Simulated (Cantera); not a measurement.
Input: 1 mol V, 3.2 mol NH3, 11 mol H2, at 7.50 Torr.

These are equilibrium values from Cantera (NASA tables, ideal gas, pure condensed phases), not measurements of a reactor. Candidate condensed phases: V, VN; 11 gas species. Condensed phases not in the tables: V2N, N, O or C dissolved in the metal. Kinetics and transport are ignored. All values below are at 1902 °C.

Base state: H2 0.862, N2 0.0896, H 0.0453, V 0.00261 (mole fractions); condensed: V(s).

Question: What changes in the equilibrium state with this change: NH3 from 3.2 to 0.19 mol?

Answer: 
```
species     before    after
---------  -------  -------
H2           0.862    0.942
H           0.0453   0.0474
N2          0.0896  0.00813
V          0.00261  0.00261
V(s), mol    0.953    0.969
```
